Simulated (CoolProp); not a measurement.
A single-stage vapour-compression cycle with R143a: evaporating at 228.15 K (dew point), condensing at 263.15 K (bubble point), superheat 10 K, subcooling 0 K, compressor efficiency 0.65, no pressure losses. Each further row changes one setting.

Model: reference Helmholtz-energy equation of state, Lemmon and Jacobsen 2000, in CoolProp.

| case | cooling COP | pressure ratio | discharge temperature (K) | refrigerating effect (kJ/kg) | volumetric capacity (kJ/m³) |
|---|---|---|---|---|---|
| as stated | 3.62 | 3.98 | 301.4 | 185 | 925 |
| evaporating temperature 233.15 K | 4.41 | 3.18 | 296.5 | 188 | 1160 |
| condensing temperature 258.15 K | 4.33 | 3.35 | 293.4 | 192 | 961 |
| subcooling 5 K | 3.76 | 3.98 | 301.4 | 192 | 961 |
| superheat 20 K | 3.61 | 3.98 | 312.4 | 194 | 923 |
| compressor efficiency 0.55 | 3.06 | 3.98 | 310.5 | 185 | 925 |
